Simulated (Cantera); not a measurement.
Diamond growth

A diamond (100) surface in a fixed gas of H2 with x(CH4) = 0.0046, x(CH3) = 2.5e-05, at 1148 K, 75.0 Torr; coverages are run to steady state.

Model: the Harris–Goodwin 1993 mechanism for the reconstructed diamond (100) surface, integrated in Cantera.

| x(H) | growth (µm/h) | θ c6HH | θ c6H* | θ c6*H | θ c6** | θ c6HM |
|---|---|---|---|---|---|---|
| 0.0001 | 0.0761 | 0.605 | 0.0254 | 0.361 | 0.00546 | 0.00170 |
| 0.0002 | 0.164 | 0.549 | 0.0287 | 0.409 | 0.00957 | 0.00201 |
| 0.00041 | 0.328 | 0.513 | 0.0308 | 0.438 | 0.0142 | 0.00217 |
| 0.00084 | 0.595 | 0.493 | 0.0318 | 0.453 | 0.0182 | 0.00209 |
| 0.0017 | 0.959 | 0.483 | 0.0324 | 0.461 | 0.0209 | 0.00175 |
| 0.0035 | 1.38 | 0.478 | 0.0327 | 0.465 | 0.0225 | 0.00127 |
| 0.0071 | 1.75 | 0.476 | 0.0329 | 0.467 | 0.0234 | 0.000803 |
| 0.014 | 2.00 | 0.475 | 0.0332 | 0.468 | 0.0239 | 0.000471 |
| 0.029 | 2.17 | 0.474 | 0.0335 | 0.468 | 0.0242 | 0.000248 |
θ: site fractions in the mechanism's names (c6HH fully hydrogenated, c6H* and c6*H radical sites, c6** diradical, c6HM methylated).
